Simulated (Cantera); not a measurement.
Mixture: CH₄ : C₂H₆ : C₃H₈ : O₂ : N₂ = 1 : 0.09 : 0.035 : 2.26 : 8.51 (molar parts), equivalence ratio 1.1, at 760 Torr, adiabatic and at constant volume. Ignition delay is the time to a rise of 400 K.

Model: GRI-Mech 3.0 (53 species, 325 reactions), integrated in Cantera.

### Question
What does this change do: constant pressure in place of constant volume?

### Answer
```
quantity                                                before       after
--------------------------------------------------  ----------  ----------
delay at 1298 K                                        1.60 ms     1.74 ms
delay at 1373 K                                       0.662 ms    0.727 ms
delay at 1448 K                                       0.301 ms    0.335 ms
delay at 1523 K                                       0.151 ms    0.170 ms
delay at 1598 K                                        84.1 µs     95.3 µs
delay at 1673 K                                        50.9 µs     58.1 µs
delay at 1748 K                                        33.2 µs     38.1 µs
apparent activation energy between 1598 and 1748 K  140 kJ/mol  140 kJ/mol
```
